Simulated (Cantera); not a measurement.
# N2O furnace oxynitridation

A perfectly stirred reactor is fed with N2O : H2O = 1 : 0.047 (molar parts), at 14.3 Torr; it is held at 1248 K, and followed from long to short residence time.

Cantera simulation using GRI-Mech 3.0 (53 species, 325 reactions); the numbers are that mechanism's predictions, not measurements. GRI-Mech 3.0 was tuned for natural gas; its chemistry of N2O as a main component is partial and can be far from experiment. Radical loss at walls, strong at low pressure, is not modelled. The mechanism lacks the step 2 NO + O2 → 2 NO2, which can matter for NO2 below about 1400 K. The temperature is held fixed by assumption; the heat of reaction is taken as removed at once.

```csv
τ (s),x N2O,x H2O,x N2,x NO2,x NO,x HO2
19,0.493,0.0379,0.297,0.000430,0.0316,2.35e-7
5.4,0.751,0.0418,0.131,0.000585,0.0138,7.58e-7
1.5,0.887,0.0438,0.0437,0.000482,0.00445,1.97e-6
0.44,0.934,0.0446,0.0136,0.000249,0.00135,3.75e-6
0.13,0.949,0.0448,0.00407,7.67e-5,0.000416,5.59e-6
0.036,0.953,0.0449,0.00112,1.12e-5,0.000127,6.33e-6
0.010,0.955,0.0449,0.000304,6.01e-7,3.72e-5,3.61e-6
0.0030,0.955,0.0449,8.77e-5,1.07e-8,1.07e-5,7.17e-7
0.00085,0.955,0.0449,2.29e-5,6.23e-11,2.53e-6,6.07e-8
```
x: mole fraction; the columns are a selection and need not sum to one.
